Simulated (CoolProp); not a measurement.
Properties of nitrogen along the isobar 318 kPa.

The numbers come from the reference Helmholtz-energy equation of state, Span 2000 in CoolProp.

```json
[
 {"T (K)": "119.8", "phase": "gas", "density (kg/m³)": "9.289", "cv (kJ/(kg K))": "0.7573", "Joule-Thomson coefficient (K/MPa)": "11.62", "isothermal compressibility (1/MPa)": "3.270"},
 {"T (K)": "135.2", "phase": "gas", "density (kg/m³)": "8.133", "cv (kJ/(kg K))": "0.7516", "Joule-Thomson coefficient (K/MPa)": "9.324", "isothermal compressibility (1/MPa)": "3.229"},
 {"T (K)": "150.7", "phase": "gas", "density (kg/m³)": "7.241", "cv (kJ/(kg K))": "0.7485", "Joule-Thomson coefficient (K/MPa)": "7.686", "isothermal compressibility (1/MPa)": "3.203"},
 {"T (K)": "166.1", "phase": "gas", "density (kg/m³)": "6.537", "cv (kJ/(kg K))": "0.7467", "Joule-Thomson coefficient (K/MPa)": "6.474", "isothermal compressibility (1/MPa)": "3.187"},
 {"T (K)": "181.5", "phase": "gas", "density (kg/m³)": "5.961", "cv (kJ/(kg K))": "0.7456", "Joule-Thomson coefficient (K/MPa)": "5.534", "isothermal compressibility (1/MPa)": "3.176"},
 {"T (K)": "196.9", "phase": "gas", "density (kg/m³)": "5.481", "cv (kJ/(kg K))": "0.7448", "Joule-Thomson coefficient (K/MPa)": "4.785", "isothermal compressibility (1/MPa)": "3.167"},
 {"T (K)": "212.3", "phase": "gas", "density (kg/m³)": "5.074", "cv (kJ/(kg K))": "0.7443", "Joule-Thomson coefficient (K/MPa)": "4.174", "isothermal compressibility (1/MPa)": "3.162"},
 {"T (K)": "227.8", "phase": "gas", "density (kg/m³)": "4.722", "cv (kJ/(kg K))": "0.7440", "Joule-Thomson coefficient (K/MPa)": "3.663", "isothermal compressibility (1/MPa)": "3.157"},
 {"T (K)": "243.2", "phase": "gas", "density (kg/m³)": "4.418", "cv (kJ/(kg K))": "0.7437", "Joule-Thomson coefficient (K/MPa)": "3.234", "isothermal compressibility (1/MPa)": "3.154"},
 {"T (K)": "258.6", "phase": "gas", "density (kg/m³)": "4.152", "cv (kJ/(kg K))": "0.7436", "Joule-Thomson coefficient (K/MPa)": "2.868", "isothermal compressibility (1/MPa)": "3.151"},
 {"T (K)": "274", "phase": "gas", "density (kg/m³)": "3.916", "cv (kJ/(kg K))": "0.7436", "Joule-Thomson coefficient (K/MPa)": "2.551", "isothermal compressibility (1/MPa)": "3.149"},
 {"T (K)": "289.5", "phase": "gas", "density (kg/m³)": "3.704", "cv (kJ/(kg K))": "0.7436", "Joule-Thomson coefficient (K/MPa)": "2.273", "isothermal compressibility (1/MPa)": "3.147"},
 {"T (K)": "304.9", "phase": "gas", "density (kg/m³)": "3.516", "cv (kJ/(kg K))": "0.7438", "Joule-Thomson coefficient (K/MPa)": "2.029", "isothermal compressibility (1/MPa)": "3.146"},
 {"T (K)": "320.3", "phase": "gas", "density (kg/m³)": "3.345", "cv (kJ/(kg K))": "0.7440", "Joule-Thomson coefficient (K/MPa)": "1.814", "isothermal compressibility (1/MPa)": "3.145"},
 {"T (K)": "335.7", "phase": "gas", "density (kg/m³)": "3.191", "cv (kJ/(kg K))": "0.7444", "Joule-Thomson coefficient (K/MPa)": "1.621", "isothermal compressibility (1/MPa)": "3.144"},
 {"T (K)": "351.1", "phase": "gas", "density (kg/m³)": "3.050", "cv (kJ/(kg K))": "0.7449", "Joule-Thomson coefficient (K/MPa)": "1.448", "isothermal compressibility (1/MPa)": "3.143"}
]
```
